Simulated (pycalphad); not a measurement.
CALPHAD calculation (pycalphad, COST 507 light-alloy database (1999)), 1 atm. The database dates from 1999; later assessments differ in places, in temperatures and in the compounds included. Phase fractions are per mole of atoms. Kinetics are ignored, which matters at the lower temperatures.

Task: Give the equilibrium state of Al-0.57Mg-2.14Si (at.%) at 400 K.

Result: 
```
T = 400.00 K, P = 101325 Pa, N = 1 mol of atoms
G = -11813 J/mol, H = 2360 J/mol, S = 35.43 J/(mol K)  (SER reference)
chemical potentials (J/mol): Al -11710, Mg -44427, Si -7851
phase             fraction      x(Al)      x(Mg)      x(Si)
FCC_A1              0.9729     1.0000    8.6e-06    7.4e-06
DIAMOND_A4          0.0185   1.35e-14       none     1.0000
MG2SI               0.0085       none     0.6667     0.3333
```

Task: Give the equilibrium state of Al-0.57Mg-2.14Si (at.%) at 875 K.

Result: fcc, fraction 0.821, with 0.33 Mg, 0.85 Si at.%; liquid, fraction 0.179, with 1.7 Mg, 8.1 Si at.%.

Database names, with the compositions (at.%) that they take in these runs: MG2SI: Mg 67 Si 33. FCC_A1 is fcc; DIAMOND_A4 is diamond (Si). An entry "none" or "no" means that the model of the phase leaves that element out.
